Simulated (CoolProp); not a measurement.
Vapour-liquid equilibrium of hydrogen sulfide (1) + propane (2) at 0.0304 MPa; x and y are mole fractions of (1).

Values from CoolProp's multi-fluid Helmholtz-energy mixture model, Lemmon 2006 and Lemmon 2009; pair parameters Kunz 2012.

```tsv
x	bubble temperature, mixture model (K)	bubble temperature, Raoult's law (K)	y, mixture model	y, Raoult's law
0.05	199.6	205.7	0.379	0.114
0.125	194.0	204.0	0.589	0.260
0.2	191.4	202.5	?	0.382
0.275	?	201.1	0.707	0.485
0.35	189.6	199.8	0.725	0.573
0.425	?	198.6	0.733	0.649
0.5	189.3	197.5	0.736	0.715
0.575	189.3	196.5	?	0.773
0.65	189.3	195.5	0.738	0.824
0.725	189.3	194.6	0.742	0.870
0.8	189.3	193.8	0.755	0.910
0.875	189.5	193.0	0.789	0.947
0.95	?	192.2	0.874	0.980
```

Fill in the missing entries.


- 0.2, y, mixture model: 0.670
- 0.275, bubble temperature, mixture model (K): 190.2
- 0.425, bubble temperature, mixture model (K): 189.4
- 0.575, y, mixture model: 0.737
- 0.95, bubble temperature, mixture model (K): 190.4

The largest gap from Raoult's law is -11.1 K in bubble temperature, at x = 0.2. y crosses x between x = 0.725 and 0.8: the model has an azeotrope there.

The pair parameters rest on a limited set of measurements; away from them the model extrapolates. With so large a gap from Raoult's law the liquid may split in two, which this calculation doesn't test in full.
